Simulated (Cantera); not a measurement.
Input: 1 mol Fe(CO)₅, 0.11 mol CO, a varied amount of N₂, equilibrated at 1023 K and 1330 Pa.

These are equilibrium values from Cantera (NASA tables, ideal gas, pure condensed phases), not measurements of a reactor. Candidate condensed phases: C, Fe, Fe(CO)₅, FeO, Fe₂O₃, Fe₃O₄; 27 gas species. Condensed phases not in the tables: cementite and carbon dissolved in iron. Kinetics and transport are ignored.

log p: log10 of the partial pressure in bar; n: condensed amount in mol.

| n(N₂) (mol) | log p CO | log p N₂ | log p CO₂ | n C(graphite) | n Fe(α) |
|---|---|---|---|---|---|
| 0.82 | -1.94 | -2.73 | -4.33 | 0.0207 | 1.00 |
| 1.2 | -1.97 | -2.59 | -4.38 | 0.0195 | 1.00 |
| 1.6 | -2.00 | -2.50 | -4.44 | 0.0183 | 1.00 |
| 2.3 | -2.04 | [?] | [?] | [?] | 1.00 |
| 3.3 | -2.09 | -2.28 | -4.63 | 0.0147 | 1.00 |
| 4.7 | -2.16 | -2.19 | -4.77 | 0.0126 | 1.00 |
| 6.6 | [?] | [?] | [?] | [?] | 1.00 |
| 9.4 | -2.33 | -2.06 | -5.11 | 0.00853 | 1.00 |
| 13 | -2.43 | -2.02 | -5.30 | 0.00684 | 1.00 |

### Question
What belongs in the gaps?

### Answer

- 2.3, log p N₂: -2.38
- 2.3, log p CO₂: -4.52
- 2.3, n C(graphite): 0.0166
- 6.6, log p CO: -2.24
- 6.6, log p N₂: -2.12
- 6.6, log p CO₂: -4.92
- 6.6, n C(graphite): 0.0106
